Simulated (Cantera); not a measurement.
## Ignition delay

Mixture: CH₄ : O₂ : N₂ = 1 : 3.23 : 16.1 (molar parts), equivalence ratio 0.62, at 10.0 bar, adiabatic and at constant pressure. Ignition delay is the time to a rise of 400 K.

Computed with Cantera and GRI-Mech 3.0 (53 species, 325 reactions).

```
T0 (K)  delay (ms)
------  ----------
1273          2.07
1323          1.19
1373         0.700
1423         0.421
1473         0.259
1523         0.163
```

```yaml
apparent activation energy between 1423 and 1523 K: 170 kJ/mol
```
